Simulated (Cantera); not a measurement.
Cantera run, input and output.

```python
import numpy as np
import cantera as ct

gas = ct.Solution("gri30.yaml")
gas.TPX = 1550, 100000, {'CH4': 1, 'H2': 80}
reactor = ct.IdealGasConstPressureReactor(gas, energy="off", clone=False)
net = ct.ReactorNet([reactor])
net.rtol, net.atol = 1e-08, 1e-18
show = ['CH4', 'H2', 'C2H2', 'CH2', 'CH3', 'C2H4', 'C2H']
times = np.geomspace(3e-05, 7, 15)

steps = ct.SolutionArray(gas, extra=["t"])
rows = []
print(f"{'t/s':>10s}{'T/K':>9s}{'P/Pa':>11s}" + "".join(f"{s:>11s}" for s in show))
for t in times:
    while net.time < t:
        t_next = net.step()
        steps.append(gas.state, t=t_next)
    rows.append([np.interp(t, steps.t, y) for y in (steps.T, steps.P, *steps(*show).X.T)])
    print(f"{t:10.3e}{rows[-1][0]:9.1f}{rows[-1][1]:11.4g}" + "".join(f"{x:11.3e}" for x in rows[-1][2:]))
rate = np.gradient(steps.T, steps.t)
print("integrator steps:", len(steps.t))
if steps.T.max() > steps.T[0] + 200:
    print(f"time of steepest temperature rise: {steps.t[rate.argmax()]:.4e} s")
gas.TPX = 1550, 100000, {'CH4': 1, 'H2': 80}
gas.equilibrate("TP")
print(f"equilibrium (TP): T = {gas.T:.1f} K  " + "  ".join(f"{s} {gas[s].X[0]:.3e}" for s in show))
```

Result:

```
       t/s      T/K       P/Pa        CH4         H2       C2H2        CH2        CH3       C2H4        C2H
 3.000e-05   1550.0      1e+05  1.235e-02  9.877e-01  2.672e-16  1.298e-13  1.996e-07  1.020e-12  5.191e-25
 7.254e-05   1550.0      1e+05  1.235e-02  9.877e-01  9.969e-15  7.613e-13  4.723e-07  1.421e-11  4.727e-23
 1.754e-04   1550.0      1e+05  1.234e-02  9.876e-01  4.285e-13  4.398e-12  1.125e-06  2.072e-10  4.860e-21
 4.240e-04   1550.0      1e+05  1.234e-02  9.876e-01  2.472e-11  2.406e-11  2.622e-06  3.541e-09  6.557e-19
 1.025e-03   1550.0      1e+05  1.234e-02  9.876e-01  1.904e-09  1.010e-10  5.366e-06  6.994e-08  1.036e-16
 2.479e-03   1550.0      1e+05  1.234e-02  9.876e-01  8.351e-08  2.008e-10  7.563e-06  7.148e-07  6.409e-15
 5.994e-03   1550.0      1e+05  1.233e-02  9.876e-01  1.017e-06  2.156e-10  7.833e-06  2.365e-06  8.090e-14
 1.449e-02   1550.0      1e+05  1.232e-02  9.876e-01  5.379e-06  2.155e-10  7.828e-06  4.260e-06  4.279e-13
 3.504e-02   1550.0      1e+05  1.229e-02  9.876e-01  1.788e-05  2.152e-10  7.813e-06  6.548e-06  1.423e-12
 8.472e-02   1550.0      1e+05  1.222e-02  9.877e-01  4.726e-05  2.145e-10  7.776e-06  1.138e-05  3.766e-12
 2.048e-01   1550.0      1e+05  1.207e-02  9.878e-01  1.113e-04  2.128e-10  7.697e-06  2.192e-05  8.884e-12
 4.952e-01   1550.0      1e+05  1.178e-02  9.879e-01  2.318e-04  2.097e-10  7.546e-06  4.175e-05  1.858e-11
 1.197e+00   1550.0      1e+05  1.140e-02  9.881e-01  3.933e-04  2.054e-10  7.345e-06  6.833e-05  3.171e-11
 2.895e+00   1550.0      1e+05  1.116e-02  9.882e-01  4.946e-04  2.028e-10  7.218e-06  8.501e-05  4.002e-11
 7.000e+00   1550.0      1e+05  1.113e-02  9.882e-01  5.082e-04  2.024e-10  7.201e-06  8.726e-05  4.115e-11
integrator steps: 519
equilibrium (TP): T = 1550.0 K  CH4 1.113e-02  H2 9.882e-01  C2H2 5.083e-04  CH2 2.024e-10  CH3 7.201e-06  C2H4 8.727e-05  C2H 4.115e-11
```

Computed with Cantera and GRI-Mech 3.0 (53 species, 325 reactions). GRI-Mech 3.0 stops at C3 and has no aromatics, soot or wall deposition, so with more carbon than oxygen in the feed, carbon stays in small species such as C2H2 where larger ones or solid carbon would form.
